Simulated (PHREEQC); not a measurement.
**Polishing slurry liquid: speciation**

A solution holds 0.1 mol NH3 and 0.4 mol KH2PO4 per kg of water, at 25 °C. Closed to the air; pH follows from the charge balance.

Equilibrium calculation in PHREEQC: ion-association model, wateq4f.dat.

No solid was allowed to form.

Predict the pH, activity of water.

pH 6.15; activity of water 0.985.

In which forms is K present?

K+ 97 %, KHPO4- 3.1 % of the K.

Species that the database lacks are ignored. H3PO4, which wateq4f.dat lacks, is added to it with the constant of phreeqc.dat.
